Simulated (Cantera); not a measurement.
A Cantera script and what it prints.

```python
import numpy as np
import cantera as ct

gas_names = """
    H HNO HNO2 HNO3 HO2 H2 H2O H2O2 N NH NH2 NH3 NH2OH NO NO2 NO3 N2 N2H2 N2H4 N2O O OH O2 O3 Si SiH
    SiH2 SiH3 SiH4 SiN SiO SiO2 Si2 Si2N Si3
""".split()
cond_names = """
    H2O(s) H2O(L) Si(cr) Si(L) SiO2(Lqz) SiO2(hqz) SiO2(L) Si2N2O(s) Si3N4(a)
""".split()


# ... load() reads the species with a 1 bar reference pressure and builds the phases ...
atoms = {
    'Si': {'Si': 1},
    'NH3': {'N': 1, 'H': 3},
    'N2': {'N': 2},
    'H2O': {'H': 2, 'O': 1},
}
top_T = {'Si2N2O(s)': 2100, 'Si3N4(a)': 2400}  # K; cautious upper limits of use, not melting points


# ... equilibrate(T, P, feed) seeds the gas with the atoms and calls Mixture.equilibrate('TP', solver="vcs", rtol=1e-11, max_steps=5000) ...
results = []
feed = {'Si': 1, 'NH3': 14, 'N2': 27, 'H2O': 17}  # mol
P = 30000  # Pa
for T in [875, 975, 1075, 1175, 1275, 1375, 1475, 1575, 1675, 1775]:
    mix = equilibrate(T, P, feed)
    results.append((T, P, feed, dict(zip(mix.species_names, mix.species_moles))))

top = {s: max(r[3][s] / sum(r[3][g] for g in gas_names) for r in results) for s in gas_names}
cols = sorted((s for s in top if top[s] > 0.0001), key=lambda s: -top[s])[:9]
seen = [c for c in cond_names if any(r[3].get(c, 0) > 1e-12 for r in results)]
print("log10 of partial pressures in bar; condensed amounts in mol")
print(f"{'T/K':>10s}" + "".join(f"{s[:9]:>10s}" for s in cols + seen))
for T, P, feed, n in results:
    ng = sum(n[g] for g in gas_names)
    print(f"{T:10.4g}" + "".join(f"{np.log10(max(n[s] / ng * P / 1e5, 1e-99)):10.3f}" for s in cols)
          + "".join(f"{n.get(c, 0):10.4g}" for c in seen))
```

It prints:

```
log10 of partial pressures in bar; condensed amounts in mol
       T/K        N2        H2       H2O         H SiO2(hqz)   SiO2(L)
       875    -0.849    -1.019    -1.204   -10.809         1         0
       975    -0.849    -1.019    -1.204    -9.451         1         0
      1075    -0.849    -1.019    -1.204    -8.343         1         0
      1175    -0.849    -1.018    -1.204    -7.421         1         0
      1275    -0.849    -1.018    -1.204    -6.642         1         0
      1375    -0.849    -1.018    -1.204    -5.974         1         0
      1475    -0.849    -1.018    -1.204    -5.396         1         0
      1575    -0.849    -1.019    -1.204    -4.891         1         0
      1675    -0.849    -1.019    -1.204    -4.444    0.9999         0
      1775    -0.849    -1.019    -1.204    -4.048         0    0.9995
```

Equilibrium computed with Cantera from the NASA thermochemical tables; the gas is ideal and each condensed phase is pure. The tables hold silica as quartz up to 1696 K and as liquid above; real silica turns to tridymite and cristobalite and melts near 1996 K. Gases not in the tables: Si(OH)4.
